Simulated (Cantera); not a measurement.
Charge: 1 mol FeS₂, 34 mol H₂, held at 20.0 Pa.

These are equilibrium values from Cantera (NASA tables, ideal gas, pure condensed phases), not measurements of a reactor. Candidate condensed phases: Fe, FeS, FeS₂, S; 8 gas species. The numbers say what is thermodynamically allowed, not how fast it happens.

Question: At 1577 °C, list the 4 most abundant gas species with their mole fractions, and the condensed phases.

Answer: H₂ 0.900, H 0.0361, Fe 0.0272, S₂ 0.0180. Condensed: gas only.
